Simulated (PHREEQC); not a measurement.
A solution holds 0.015 mol/kgw HF, 0.000726 mol/kgw NH4HF2 and 0.00028 mol/kgw H3PO4, at 75 °C. Closed to the air; pH follows from the charge balance.

All values are PHREEQC results (ion-association model, phreeqc.dat), not measurements.

Precipitation was switched off in this run.

Task: Order these F species by the share of F that they hold, largest first: HF2-, F-, HF.

Result: HF (85 %), F- (13 %), HF2- (1.6 %)

The pH is 2.77 and the ionic strength 0.00253 mol/kgw. Complexes and solids missing from the database can't appear. Away from 25 °C the constants follow the database's enthalpies or fits; those with neither stay at their 25 °C values.
